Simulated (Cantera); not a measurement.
Cantera run, input and output.

```python
import numpy as np
import cantera as ct

surf = ct.Interface("diamond.yaml", "diamond_100")
gas, bulk = surf.adjacent["gas"], surf.adjacent["diamond"]
k = surf.kinetics_species_index(bulk.species_names[0])
cover = ["c6HH", "c6H*", "c6*H", "c6**", "c6HM", "c6B"]

rows, drift = [], 0.0
print(f"{'T':>10s}{'um/h':>11s}" + "".join(f"{s:>11s}" for s in cover))
for v in [925, 975, 1025, 1075, 1125, 1175, 1225, 1275, 1325, 1375]:
    T, P, xH, xCH3 = v, 28000, 0.01, 0.0012
    gas.TPX = T, P, {"H": xH, "CH3": xCH3, "CH4": 0.01, "H2": 1 - xH - xCH3 - 0.01}
    surf.TP = bulk.TP = T, P
    surf.coverages = "c6H*:0.1, c6HH:0.9"
    surf.advance_coverages(100.0)
    before = surf.coverages
    surf.advance_coverages(100.0)
    drift = max(drift, np.max(np.abs(surf.coverages - before) / (surf.coverages + 1e-9)))
    rate = surf.net_production_rates[k] * bulk.mean_molecular_weight / bulk.density * 3.6e9
    rows.append([rate, *surf[cover].coverages])
    print(f"{v:10.4g}{rate:11.4e}" + "".join(f"{x:11.3e}" for x in rows[-1][1:]))
```

Result:

```
         T       um/h       c6HH       c6H*       c6*H       c6**       c6HM        c6B
       925 1.0875e+02  5.997e-01  1.144e-02  2.814e-01  4.807e-03  8.064e-02  2.951e-07
       975 1.4328e+02  5.662e-01  1.523e-02  3.234e-01  7.263e-03  6.576e-02  3.888e-07
      1025 1.8144e+02  5.320e-01  1.952e-02  3.623e-01  1.047e-02  5.388e-02  4.924e-07
      1075 2.2108e+02  4.984e-01  2.423e-02  3.975e-01  1.448e-02  4.413e-02  5.999e-07
      1125 2.5743e+02  4.665e-01  2.927e-02  4.291e-01  1.935e-02  3.567e-02  6.985e-07
      1175 2.8096e+02  4.371e-01  3.461e-02  4.573e-01  2.511e-02  2.772e-02  7.624e-07
      1225 2.7850e+02  4.104e-01  4.018e-02  4.827e-01  3.178e-02  1.984e-02  7.557e-07
      1275 2.4500e+02  3.861e-01  4.591e-02  5.050e-01  3.930e-02  1.250e-02  6.648e-07
      1325 1.9655e+02  3.633e-01  5.161e-02  5.230e-01  4.748e-02  6.843e-03  5.334e-07
      1375 1.5670e+02  3.418e-01  5.710e-02  5.364e-01  5.609e-02  3.367e-03  4.252e-07
```

Model: the Harris–Goodwin 1993 mechanism for the reconstructed diamond (100) surface, integrated in Cantera.
